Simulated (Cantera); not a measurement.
What does this Cantera script print?

```python
import numpy as np
import cantera as ct

gas = ct.Solution("gri30.yaml")
gas.TPX = 350, 100000, {'CH4': 1, 'O2': 1.82, 'N2': 6.84}
inlet = ct.Reservoir(gas, clone=True)
gas.equilibrate("HP")  # start burning
reactor = ct.IdealGasConstPressureReactor(gas, energy="on", clone=False)
exhaust = ct.Reservoir(gas, clone=True)
tau = [0.091, 0.036, 0.015, 0.0058, 0.0023, 0.00094, 0.00038, 0.00015, 6e-05, 2.4e-05, 9.7e-06][0]
for a, b in ((inlet, reactor), (reactor, exhaust)):
    ct.MassFlowController(a, b, mdot=lambda t: reactor.mass / tau)
net = ct.ReactorNet([reactor])
show = ['CH4', 'O2', 'HCN', 'O', 'CO', 'HO2', 'N2O']

rows = []
print(f"{'tau/s':>10s}{'T/K':>9s}" + "".join(f"{s:>11s}" for s in show))
for tau in [0.091, 0.036, 0.015, 0.0058, 0.0023, 0.00094, 0.00038, 0.00015, 6e-05, 2.4e-05, 9.7e-06]:
    net.initial_time = 0.0
    net.advance(30 * tau)
    before = gas.X
    net.advance(40 * tau)
    drift = np.max(np.abs(gas.X - before) / (gas.X + 1e-9))
    rows.append([gas.T, *gas[show].X, drift])
    print(f"{tau:10.3e}{gas.T:9.1f}" + "".join(f"{x:11.3e}" for x in gas[show].X))
```

It prints:

```
     tau/s      T/K        CH4         O2        HCN          O         CO        HO2        N2O
 9.100e-02   2220.7  5.948e-06  1.251e-03  9.486e-07  1.903e-04  2.740e-02  2.721e-07  4.756e-08
 3.600e-02   2204.0  1.068e-05  1.926e-03  1.403e-06  3.023e-04  2.825e-02  4.419e-07  5.465e-08
 1.500e-02   2179.8  1.840e-05  2.933e-03  1.842e-06  4.864e-04  2.948e-02  7.154e-07  6.053e-08
 5.800e-03   2142.5  3.400e-05  4.520e-03  2.273e-06  8.135e-04  3.130e-02  1.198e-06  6.443e-08
 2.300e-03   2094.5  6.478e-05  6.578e-03  2.647e-06  1.289e-03  3.351e-02  1.939e-06  6.569e-08
 9.400e-04   2038.4  1.290e-04  9.050e-03  3.075e-06  1.874e-03  3.602e-02  3.029e-06  6.548e-08
 3.800e-04   1974.6  2.842e-04  1.222e-02  3.837e-06  2.462e-03  3.919e-02  4.793e-06  6.449e-08
 1.500e-04   1899.9  7.584e-04  1.743e-02  5.662e-06  2.698e-03  4.464e-02  8.747e-06  6.220e-08
 6.000e-05    350.0  1.035e-01  1.884e-01 -5.393e-20 -6.563e-23 -2.298e-16 -2.915e-19 -2.191e-22
 2.400e-05    350.0  1.035e-01  1.884e-01 -1.458e-23 -1.760e-26 -6.211e-20 -7.879e-23 -5.921e-26
 9.700e-06    350.0  1.035e-01  1.884e-01 -9.208e-25 -1.111e-27 -3.923e-21 -4.977e-24 -3.740e-27
```

Model: GRI-Mech 3.0 (53 species, 325 reactions), integrated in Cantera.
